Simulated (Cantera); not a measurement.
A perfectly stirred reactor is fed with CH4 : C2H6 : O2 : N2 : CO2 = 1 : 0.48 : 5.66 : 21.3 : 1.5 (molar parts), at 2.40 bar; it is adiabatic with a 475 K inlet, and is followed from long to short residence time, starting on the burning branch (τ in s: 0.033, 0.014, 0.0059, 0.0025, 0.0011, 0.00045, 0.00019, 8e-05, 3.4e-05, 1.4e-05, 6.1e-06).

Model: GRI-Mech 3.0 (53 species, 325 reactions), integrated in Cantera.

**Question.** What does this change do: pressure from 2.40 bar to 7.60 bar?

**Answer.** 
```
quantity                                                                       before                                after
------------------------------------------------  -----------------------------------  -----------------------------------
blow-out, bracketed by the residence times tried  burning at 0.190 ms, out at 80.0 µs  burning at 0.190 ms, out at 80.0 µs
x(CH4) at τ = 33.0 ms                                                         8.61e-6                              6.26e-6
x(C2H6) at τ = 33.0 ms                                                        9.50e-7                              6.27e-7
x(O2) at τ = 33.0 ms                                                           0.0656                               0.0656
x(H2O2) at τ = 33.0 ms                                                        1.28e-7                              1.42e-7
x(CH3) at τ = 33.0 ms                                                         2.41e-6                              1.60e-6
x(CH4) at τ = 0.450 ms                                                       0.000181                             0.000138
x(C2H6) at τ = 0.450 ms                                                       2.19e-5                              1.69e-5
x(O2) at τ = 0.450 ms                                                          0.0701                               0.0684
x(H2O2) at τ = 0.450 ms                                                       7.27e-7                              8.36e-7
x(CH3) at τ = 0.450 ms                                                        3.95e-5                              3.11e-5
```

**Question.** What does this change do: inlet temperature 475 to 750 K?

**Answer.** 
| quantity | before | after |
|---|---|---|
| blow-out, bracketed by the residence times tried | burning at 0.190 ms, out at 80.0 µs | burning at 80.0 µs, out at 34.0 µs |
| x(CH4) at τ = 33.0 ms | 8.61e-6 | 4.09e-6 |
| x(C2H6) at τ = 33.0 ms | 9.50e-7 | 3.38e-7 |
| x(O2) at τ = 33.0 ms | 0.0656 | 0.0655 |
| x(H2O2) at τ = 33.0 ms | 1.28e-7 | 1.11e-7 |
| x(CH3) at τ = 33.0 ms | 2.41e-6 | 1.72e-6 |
| x(CH4) at τ = 0.450 ms | 0.000181 | 8.43e-5 |
| x(C2H6) at τ = 0.450 ms | 2.19e-5 | 1.00e-5 |
| x(O2) at τ = 0.450 ms | 0.0701 | 0.0690 |
| x(H2O2) at τ = 0.450 ms | 7.27e-7 | 4.26e-7 |
| x(CH3) at τ = 0.450 ms | 3.95e-5 | 2.69e-5 |
